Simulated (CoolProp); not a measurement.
2000 sccm (0 °C, 1 atm) of nitrogen bubbles through liquid R113 at 295.9 K and leaves saturated at a total pressure of 0.15 MPa (ideal gas phase). Each further row changes one setting.

The numbers come from the reference Helmholtz-energy equation of state, Marx 1992 in CoolProp.

```tsv
case	vapour pressure (kPa)	mole fraction of vapour	delivery (mg/min)	delivery (sccm)	change of delivery for a bath 1 K warmer (%)
as stated	41.0	?	6290	?	5.7
bath temperature 300.9 K	?	?	8330	?	?
total pressure 0.3 MPa	41.0	0.137	?	?	4.7
```

### Question
What belongs in the gaps?

### Answer

- as stated, mole fraction of vapour: 0.273
- as stated, delivery (sccm): 752
- bath temperature 300.9 K, vapour pressure (kPa): 49.9
- bath temperature 300.9 K, mole fraction of vapour: 0.333
- bath temperature 300.9 K, delivery (sccm): 997
- bath temperature 300.9 K, change of delivery for a bath 1 K warmer (%): 6.0
- total pressure 0.3 MPa, delivery (mg/min): 2650
- total pressure 0.3 MPa, delivery (sccm): 317
